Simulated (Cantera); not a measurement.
Feed: 1 mol MgCO3, 2.8 mol SO3, 6.6 mol CO2, held at 948.15 K and 1 atm.

Method: chemical equilibrium by Gibbs-energy minimisation in Cantera with the NASA 1993 tables (ideal gas, pure condensed phases). Candidate condensed phases: C, Mg, MgCO3, MgO, MgS, MgSO4, S; 26 gas species. Rates play no part.

Base state: CO2 0.767, SO2 0.102, SO3 0.0797, O2 0.0510 (mole fractions); condensed: MgSO4(s).

What changes in the equilibrium state with this change: temperature from 948.15 K to 1500 K?


```csv
species,before,after
CO2,0.767,0.645
SO2,0.102,0.235
O2,0.0510,0.117
SO3,0.0797,0.00302
"MgSO4(s), mol",1.00,0
"MgO(s), mol",0,1.00
```

What changes in the equilibrium state with this change: temperature from 948.15 K to 1100 K?


```tsv
species	before	after
CO2	0.767	0.747
SO2	0.102	0.151
O2	0.0510	0.0755
SO3	0.0797	0.0260
MgSO4(s), mol	1.00	1.00
```

What changes in the equilibrium state with this change: SO3 from 2.8 to 0.87 mol?


```json
[
 {"species": "CO2", "before": "0.767", "after": "1.000"},
 {"species": "SO2", "before": "0.102", "after": "4.78e-5"},
 {"species": "O2", "before": "0.0510", "after": "2.39e-5"},
 {"species": "SO3", "before": "0.0797", "after": "8.07e-7"},
 {"species": "MgSO4(s), mol", "before": "1.00", "after": "0.870"},
 {"species": "MgO(s), mol", "before": "0", "after": "0.130"}
]
```
